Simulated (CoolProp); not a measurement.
Properties of methane along the isobar 2.62 MPa.

Computed with CoolProp (reference Helmholtz-energy equation of state, Setzmann 1991).

| T (K) | phase | Prandtl number | fugacity coefficient |
|---|---|---|---|
| 188.2 | gas | 1.01 | 0.8066 |
| 199.7 | gas | 0.938 | [?] |
| 211.3 | gas | 0.890 | 0.8640 |
| 222.8 | gas | 0.857 | 0.8844 |
| 234.3 | gas | 0.834 | [?] |
| 245.9 | gas | 0.816 | 0.9153 |
| 257.4 | gas | [?] | 0.9270 |
| 269 | gas | 0.791 | 0.9370 |
| 280.5 | gas | 0.782 | 0.9454 |
| 292 | gas | 0.775 | 0.9526 |
| 303.6 | gas | 0.769 | [?] |
| 315.1 | gas | 0.763 | [?] |
| 326.7 | gas | 0.759 | 0.9691 |

Q: Some entries are withheld; supply them.

A: 
- 199.7, fugacity coefficient: 0.8385
- 234.3, fugacity coefficient: 0.9012
- 257.4, Prandtl number: 0.802
- 303.6, fugacity coefficient: 0.9589
- 315.1, fugacity coefficient: 0.9643

Viscosity comes from a separate model (Quiñones-Cisneros 2006). Thermal conductivity comes from a separate model (Friend 1989).
